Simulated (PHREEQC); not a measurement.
A column of 0.5 m (40 cells, dispersivity 0.04 m, 3600 s a shift, diffusion coefficient 3e-10 m²/s) holds 0.0029 eq of the database's cation exchanger X per kg of pore water, first in equilibrium with 19 mmol/kgw Na2SO4 and 0.01 mmol/kgw HCl. It is flushed with 0.00056 mol/kgw MgSO4 and 1e-05 mol/kgw HCl, at 25 °C. Values are for the last cell. The system is closed to CO2. No solid was allowed to form.

Base run: PHREEQC, ion-association model, phreeqc.dat. Each further column changes one thing. The table gives Na in solution (mol/kgw).

| pore volumes | base | exchange capacity from 0.0029 to 0.0014 eq/kgw | dispersivity from 0.04 to 0.08 m |
|---|---|---|---|
| 0 | 0.0380 | 0.0380 | 0.0380 |
| 0.7625 | 0.0268 | 0.0268 | 0.0236 |
| 1.512 | 0.00487 | 0.00487 | 0.00647 |
| 2.513 | 0.00126 | 0.000275 | 0.00176 |
| 3.263 | 0.00113 | 2.14e-5 | 0.00125 |
| 4.013 | 5.23e-5 | 1.73e-6 | 0.000148 |
| 4.763 | 3.41e-6 | 1.41e-7 | 3.03e-5 |
| 5.513 | 2.74e-7 | 1.15e-8 | 6.61e-6 |
| 6.513 | 1.05e-8 | 4.10e-10 | 8.84e-7 |
| 7.263 | 9.27e-10 | 3.36e-11 | 1.96e-7 |
| 8.012 | 8.25e-11 | 2.75e-12 | 4.34e-8 |
